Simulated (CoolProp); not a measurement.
R21 along the isotherm 199.85 °C: fugacity coefficient from the reference equation and from simpler models built on Tc = 179.6 °C, pc = 5.289 MPa, ω = 0.206; each cubic takes its own stable root.

Values from CoolProp's reference Helmholtz-energy equation of state, Platzer 1990. This equation is an older, rougher fit; its heat capacities, sound speeds and derivatives of the liquid may be far off and weren't checked against measurements.

```tsv
p (MPa)	phase	reference
1.02	gas	0.9449
2.03	gas	0.8907
3.05	gas	0.8362
4.07	gas	0.7816
5.09	gas	0.7265
6.1	supercritical	0.6703
7.12	supercritical	0.6114
8.14	supercritical	0.5576
9.15	supercritical	0.5141
10.2	supercritical	0.4773
11.2	supercritical	0.4486
12.2	supercritical	0.4245
13.2	supercritical	0.4041
```

### Question
How far does each simpler model (van der Waals, Redlich-Kwong, Peng-Robinson) lie from the reference over these 13 states: mean and median of the absolute difference, and the worst?

### Answer
- van der Waals: mean 3.4 %, median 2.4 %, worst +8.2 % at 199.85 °C and 13.2 MPa
- Redlich-Kwong: mean 0.7 %, median 0.5 %, worst +2.1 % at 199.85 °C and 13.2 MPa
- Peng-Robinson: mean 2.1 %, median 2.1 %, worst -3.0 % at 199.85 °C and 6.1 MPa
